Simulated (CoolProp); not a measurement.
Dodecamethylpentasiloxane (MD3M) at several states: density (kg/m³) from the reference equation and from simpler models built on Tc = 354.9 °C, pc = 954.0 kPa, ω = 0.730; each cubic takes its own stable root.

Model: reference Helmholtz-energy equation of state, Thol 2019, in CoolProp.

```tsv
T (°C)	p (kPa)	phase	reference
94.75	275	liquid	802.6
272.75	1180	liquid	606.2
72.85	2350	liquid	827.7
66.95	1060	liquid	831.1
146.35	1820	liquid	755.2
```

Problem. How far does each simpler model (van der Waals, Soave-Redlich-Kwong) lie from the reference over these 5 states: mean and median of the absolute difference, and the worst?

Solution. 
- van der Waals: mean 43.5 %, median 43.9 %, worst -45.2 % at 94.75 °C and 275 kPa
- Soave-Redlich-Kwong: mean 12.5 %, median 12.8 %, worst -13.7 % at 66.95 °C and 1060 kPa
